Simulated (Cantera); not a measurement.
Input (Python, Cantera) and output of one run.

```python
import numpy as np
import cantera as ct

gas_names = """
    SF6 SO3 F2
""".split()
cond_names = """
    Na2SO4(V) Na2SO4(IV) Na2SO4(I) Na2SO4(L) Na2S(1) Na2S(2) Na2S(L)
""".split()


def load(file, names, dense=False):
    # The tables refer to 1 bar. Condensed volumes are neglected.
    table = {s.name: s for s in ct.Species.list_from_file(file)}
    out = []
    for n in names:
        d = dict(table[n].input_data)
        d["thermo"] = dict(d["thermo"], **{"reference-pressure": 1e5})
        if dense:
            d["equation-of-state"] = {"model": "constant-volume", "density": "1e6 g/cm^3"}
        out.append(ct.Species.from_dict(d))
    return out


species = {s.name: s for s in load("nasa_gas.yaml", gas_names) + load("nasa_condensed.yaml", cond_names)}
# Each term lists the table entries of one substance; the one whose range holds T is used.
reactions = {
    '4 SF6(g) + 3 Na2SO4 = 3 Na2S + 4 SO3(g) + 12 F2(g)':
        [(-4, ['SF6']), (-3, ['Na2SO4(V)', 'Na2SO4(IV)', 'Na2SO4(I)', 'Na2SO4(L)']), (3, ['Na2S(1)', 'Na2S(2)', 'Na2S(L)']), (4, ['SO3']), (12, ['F2'])],
}


def pick(names, T):
    return next(species[n] for n in names if species[n].thermo.min_temp <= T <= species[n].thermo.max_temp)


results = []
for label, terms in reactions.items():
    print(label)
    print("     T/K   dH/kJ  dS/(J/K)   dG/kJ   log10 K")
    for T in [350, 450, 550, 650, 750, 850, 950, 1050, 1150, 1250]:
        used = [(nu, pick(names, T)) for nu, names in terms]
        dH = sum(nu * s.thermo.h(T) for nu, s in used) / 1e6
        dS = sum(nu * s.thermo.s(T) for nu, s in used) / 1e3
        dG = dH - T * dS / 1e3
        logK = -dG * 1e6 / (ct.gas_constant * T * np.log(10))
        results.append((label, T, dH, dS, dG, logK, [s.name for _, s in used]))
        print(f"{T:8g} {dH:8.1f} {dS:8.1f} {dG:8.1f} {logK:8.2f}")
```

It prints:

```
4 SF6(g) + 3 Na2SO4 = 3 Na2S + 4 SO3(g) + 12 F2(g)
     T/K   dH/kJ  dS/(J/K)   dG/kJ   log10 K
     350   6365.7   2139.5   5616.9  -838.26
     450   6363.6   2134.5   5403.1  -627.16
     550   6322.3   2053.6   5192.8  -493.16
     650   6310.6   2034.1   4988.4  -400.87
     750   6297.7   2015.7   4785.9  -333.31
     850   6283.4   1997.8   4585.2  -281.77
     950   6267.5   1980.2   4386.3  -241.17
    1050   6250.6   1963.2   4189.2  -208.40
    1150   6237.5   1951.3   3993.5  -181.39
    1250   6170.4   1893.1   3804.1  -158.96
```

Source: NASA polynomial tables (part measured, part estimated), evaluated in Cantera. Condensed species are held in their standard states even where they would react or evaporate.
